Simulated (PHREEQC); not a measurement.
Solution (45 °C): 0.022 mol/kgw FeCl2. Closed to the air; pH follows from the charge balance.

The numbers come from PHREEQC with the ion-association model, phreeqc.dat.

This is a speciation only: nothing precipitates in the calculation.

Q: Predict the pH.

A: pH 5.45.

Q: In which forms is Fe present?

A: Fe+2 97 %, FeCl+ 2.5 % of the Fe.

Constants without temperature data keep their 25 °C values here.
